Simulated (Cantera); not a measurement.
Input: 1 mol Al₂O₃, 0.41 mol H₂, 0.56 mol H₂O, at 1350 K and 34.0 Pa.

Equilibrium computed with Cantera from the NASA thermochemical tables; the gas is ideal and each condensed phase is pure. Candidate condensed phases: Al, Al₂O₃, H₂O; 19 gas species. Equilibrium is a limit: real reactors are often held back by kinetics, nucleation or transport.

Base state: H₂O 0.577, H₂ 0.423, H 8.40e-5 (mole fractions); condensed: Al₂O₃(s).

Q: What changes in the equilibrium state with this change: Al₂O₃ replaced by V₂O₃?

A: 
```tsv
species	before	after
H₂O	0.577	0.577
H₂	0.423	0.423
H	8.40e-5	8.40e-5
Al₂O₃(s), mol	1.00	0
V₂O₃(s), mol	0	1.00
```
Condensed phases not in the tables: the oxides between V₂O₃ and V₂O₅ other than VO₂. Further candidate phases: V, VO, V₂O₃, V₂O₄, V₂O₅.
